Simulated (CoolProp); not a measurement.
A Linde-Hampson liquefier for dry air: isothermal reversible compression at 250 K from 1 atm to 25 MPa, throttling to 1 atm, return gas leaving the recuperator 10 K below the feed. Each further row changes one setting.

Computed with CoolProp (reference Helmholtz-energy equation of state, Lemmon 2000). It is a pseudo-pure fit of the blend.

| case | liquid yield per pass | compression work (kJ/kg of gas) |
|---|---|---|
| as stated | 0.131 | 387 |
| high pressure 50 MPa | 0.147 | 444 |
| warm-end temperature 280 K | 0.090 | 440 |
| warm-end gap 15 K | 0.119 | 387 |
